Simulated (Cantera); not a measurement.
An adiabatic, constant-pressure homogeneous reactor starts with CH₄ : O₂ : N₂ = 1 : 2.02 : 10.9 (molar parts), equivalence ratio 0.99, at 1750 K and 760 Torr. Integrator tolerance rtol = 1e-08.

Detailed kinetics in Cantera: GRI-Mech 3.0 (53 species, 325 reactions).

**Question.** What does this change do: pressure from 760 Torr to 435 Torr?

**Answer.** 
| quantity | before | after |
|---|---|---|
| time of steepest temperature rise | 0.194 ms | 0.317 ms |
| temperature at 0.100 s | 2706 K | 2670 K |
| equilibrium temperature | 2706 K | 2670 K |
| x(CH₄) at 0.100 s | <1e-12 (gas-phase equilibrium <1e-12) | <1e-12 (gas-phase equilibrium <1e-12) |
| x(O₂) at 0.100 s | 0.0154 (gas-phase equilibrium 0.0154) | 0.0164 (gas-phase equilibrium 0.0164) |
| x(NO₂) at 0.100 s | 1.69e-6 (gas-phase equilibrium 1.69e-6) | 1.33e-6 (gas-phase equilibrium 1.33e-6) |
| x(CH₂O) at 0.100 s | 1.75e-10 (gas-phase equilibrium 1.75e-10) | 1.12e-10 (gas-phase equilibrium 1.12e-10) |
| x(CH₂) at 0.100 s | <1e-12 (gas-phase equilibrium <1e-12) | <1e-12 (gas-phase equilibrium <1e-12) |

**Question.** What does this change do: 1.1 parts H2 added?

**Answer.** 
```
quantity                                                              before                                      after
---------------------------------  -----------------------------------------  -----------------------------------------
time of steepest temperature rise                                   0.194 ms                                    52.8 µs
temperature at 0.100 s                                                2706 K                                     2762 K
equilibrium temperature                                               2706 K                                     2762 K
x(CH₄) at 0.100 s                      <1e-12 (gas-phase equilibrium <1e-12)      <1e-12 (gas-phase equilibrium <1e-12)
x(O₂) at 0.100 s                       0.0154 (gas-phase equilibrium 0.0154)    0.00428 (gas-phase equilibrium 0.00428)
x(NO₂) at 0.100 s                    1.69e-6 (gas-phase equilibrium 1.69e-6)    4.71e-7 (gas-phase equilibrium 4.71e-7)
x(CH₂O) at 0.100 s                 1.75e-10 (gas-phase equilibrium 1.75e-10)  7.34e-10 (gas-phase equilibrium 7.34e-10)
x(CH₂) at 0.100 s                      <1e-12 (gas-phase equilibrium <1e-12)      <1e-12 (gas-phase equilibrium <1e-12)
```
